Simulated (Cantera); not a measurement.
# Silicon epitaxy and polysilicon growth: SiH4 + HCl + N2 + Cl2

A closed system holds: 1 mol SiH4, 0.23 mol HCl, 150 mol N2, 0.0039 mol Cl2, equilibrated at 925 K and 0.133 bar.

Equilibrium computed with Cantera from the NASA thermochemical tables; the gas is ideal and each condensed phase is pure. Candidate condensed phases: NH4Cl, Si, Si3N4; 28 gas species. N2 is the only nitrogen source here; it is nearly inert below about 1500 K, so the nitride shown seldom forms there in practice. Kinetics and transport are ignored.

```
Quantity                             Result
--------------------------------  ---------
x(N2)                                 0.985
x(H2)                                0.0132
x(HCl)                              0.00157
n(Si3N4(s))                       0.333 mol
gas amount                        151.6 mol
log10 activity of Si(s) (absent)      -7.66
```
